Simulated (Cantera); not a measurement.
## Thermodynamics of tantalum, niobium, vanadium and zirconium in process gases, feed Zr + H2O

Feed: 1 mol Zr, a varied amount of H2O, equilibrated at 2000 K and 91.0 Pa.

Method: chemical equilibrium by Gibbs-energy minimisation in Cantera with the NASA 1993 tables (ideal gas, pure condensed phases). Candidate condensed phases: H2O, Zr, ZrO2; 12 gas species. The numbers say what is thermodynamically allowed, not how fast it happens.

| n(H2O) (mol) | x H2O | x H2 | x H | x OH | n ZrO2(tetragonal) |
|---|---|---|---|---|---|
| 2.6 | 0.224 | 0.729 | 0.0460 | 0.00141 | 1.00 |
| 4 | 0.485 | 0.473 | 0.0371 | 0.00380 | 1.00 |
| 5.4 | 0.611 | 0.351 | 0.0319 | 0.00555 | 1.00 |
| 6.8 | 0.684 | 0.279 | 0.0285 | 0.00697 | 1.00 |
| 8.2 | 0.731 | 0.233 | 0.0260 | 0.00816 | 1.00 |
| 9.6 | 0.764 | 0.200 | 0.0241 | 0.00919 | 1.00 |
| 11 | 0.788 | 0.177 | 0.0227 | 0.0101 | 1.00 |
| 12 | 0.801 | 0.163 | 0.0218 | 0.0107 | 1.00 |
| 14 | 0.821 | 0.143 | 0.0204 | 0.0117 | 1.000 |
| 15 | 0.828 | 0.135 | 0.0198 | 0.0121 | 1.000 |
| 17 | 0.840 | 0.122 | 0.0188 | 0.0129 | 1.000 |
| 18 | 0.845 | 0.117 | 0.0184 | 0.0133 | 1.000 |
| 19 | 0.849 | 0.113 | 0.0181 | 0.0136 | 1.000 |
x: gas mole fraction; n: condensed amount in mol.

From 2.6 mol H2O to 19 mol H2O the condensed part is ZrO2(tetragonal). The main Zr-bearing gas is ZrO2 throughout.
